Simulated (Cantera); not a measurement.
An isothermal, constant-pressure homogeneous reactor starts with 9.43 % C₂H₆, 90.6 % N₂, at 2000 K and 70000 Pa.

Detailed kinetics in Cantera: GRI-Mech 3.0 (53 species, 325 reactions). GRI-Mech 3.0 stops at C3 and has no aromatics, soot or wall deposition, so with more carbon than oxygen in the feed, carbon stays in small species such as C2H2 where larger ones or solid carbon would form.

x: mole fraction; the columns are a selection and need not sum to one.

```json
[
 {"t (s)": "4.00e-5", "x C₂H₆": "0.000101", "x H₂": "0.115", "x H": "0.000954", "x HCN": "2.45e-5", "x C₂H": "9.37e-6"},
 {"t (s)": "0.000143", "x C₂H₆": "2.55e-5", "x H₂": "0.127", "x H": "0.000583", "x HCN": "2.63e-5", "x C₂H": "5.87e-6"},
 {"t (s)": "0.000514", "x C₂H₆": "1.10e-5", "x H₂": "0.137", "x H": "0.000593", "x HCN": "2.89e-5", "x C₂H": "5.83e-6"},
 {"t (s)": "0.00184", "x C₂H₆": "2.40e-6", "x H₂": "0.149", "x H": "0.000679", "x HCN": "3.53e-5", "x C₂H": "6.49e-6"},
 {"t (s)": "0.00659", "x C₂H₆": "2.40e-7", "x H₂": "0.155", "x H": "0.000748", "x HCN": "4.58e-5", "x C₂H": "7.04e-6"},
 {"t (s)": "0.0236", "x C₂H₆": "2.00e-8", "x H₂": "0.157", "x H": "0.000773", "x HCN": "5.85e-5", "x C₂H": "7.25e-6"},
 {"t (s)": "0.0847", "x C₂H₆": "?", "x H₂": "0.158", "x H": "0.000778", "x HCN": "?", "x C₂H": "7.28e-6"},
 {"t (s)": "0.303", "x C₂H₆": "3.14e-9", "x H₂": "0.158", "x H": "0.000778", "x HCN": "0.000116", "x C₂H": "7.28e-6"},
 {"t (s)": "1.09", "x C₂H₆": "3.13e-9", "x H₂": "0.158", "x H": "0.000778", "x HCN": "0.000268", "x C₂H": "7.27e-6"},
 {"t (s)": "3.89", "x C₂H₆": "3.13e-9", "x H₂": "0.158", "x H": "0.000778", "x HCN": "?", "x C₂H": "7.25e-6"},
 {"t (s)": "14.0", "x C₂H₆": "3.12e-9", "x H₂": "0.158", "x H": "0.000778", "x HCN": "0.00245", "x C₂H": "7.17e-6"},
 {"t (s)": "50.0", "x C₂H₆": "3.06e-9", "x H₂": "0.158", "x H": "0.000778", "x HCN": "0.00688", "x C₂H": "6.97e-6"}
]
```

Task: Complete the blanks.

Result: 
- 0.0847, x C₂H₆: 3.90e-9
- 0.0847, x HCN: 7.50e-5
- 3.89, x HCN: 0.000795
